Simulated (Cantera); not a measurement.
## Premixed flame

A freely propagating, adiabatic, planar premixed flame of 5.56 % C₃H₈, 19.9 % O₂, 74.6 % N₂, equivalence ratio 1.4, unburnt at 350 K and 1.00 bar; mixture-averaged transport, grid criteria slope 0.08 and curve 0.16, no radiation.

Model: GRI-Mech 3.0 (53 species, 325 reactions), integrated in Cantera. GRI-Mech 3.0 was tuned for natural gas; its chemistry of propane as a main component is partial and can be far from experiment. Burning velocities carry a grid error of a few per cent, more on coarse grids.

```
z (mm)  T (K)  u (m/s)    x C₃H₈      x O₂     x H₂O     x CH₃      x CO    x C₂H₆
------  -----  -------  --------  --------  --------  --------  --------  --------
-1.23     350    0.410    0.0555     0.198   2.89e-5     <1e-8   6.29e-6   3.69e-8
-0.821    352    0.414    0.0553     0.197  0.000343     <1e-8   8.97e-5   9.14e-7
-0.616    363    0.429    0.0550     0.195   0.00169   1.61e-8  0.000509   7.91e-6
-0.411    454    0.545    0.0536     0.185    0.0116   8.16e-7   0.00443  0.000132
-0.205    918     1.15    0.0379     0.136    0.0546  0.000274    0.0300   0.00159
-0.103   1327     1.73    0.0139    0.0892    0.0901   0.00192    0.0586   0.00219
0        1702     2.28  0.000437    0.0415     0.123   0.00239    0.0889  0.000354
0.103    1895     2.55   4.90e-7    0.0150     0.141  0.000856     0.100   6.60e-6
0.205    1962     2.64     <1e-8   0.00499     0.146  0.000228    0.0997   1.53e-7
0.411    1995     2.67     <1e-8  0.000800     0.145   1.52e-5    0.0945     <1e-8
0.821    2012     2.69     <1e-8  0.000256     0.143   2.58e-7    0.0914     <1e-8
1.64     2029     2.71     <1e-8  0.000155     0.144     <1e-8    0.0912     <1e-8
3.28     2047     2.73     <1e-8   7.64e-5     0.145     <1e-8    0.0917     <1e-8
```
x: mole fraction of selected species; z is measured from the peak of heat release.

```json
{
  "laminar_burning_velocity": "40.8 cm/s",
  "thermal_thickness": "0.411 mm",
  "peak x(CH₃)": "0.00282",
  "peak x(CO)": "0.101",
  "peak x(C₂H₆)": "0.00232",
  "grid_points": "150"
}
```
